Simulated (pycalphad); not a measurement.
Source of the numbers: pycalphad with the COST 507 light-alloy database (1999); pressure 1 atm. The data set is of 1999 and partly superseded. Amounts are mole fractions of atoms.

Question: Give the equilibrium state of Si-44.6Sn (at.%) at 750 K.

Answer: 
```
T = 750.00 K, P = 101325 Pa, N = 1 mol of atoms
G = -32471 J/mol, H = 14772 J/mol, S = 62.99 J/(mol K)  (SER reference)
chemical potentials (J/mol): Si -19438, Sn -48661
phase             fraction      x(Si)      x(Sn)
DIAMOND_A4          0.5539     1.0000   4.04e-07
LIQUID              0.4461   0.000153     0.9998
```

DIAMOND_A4 is diamond (Si).
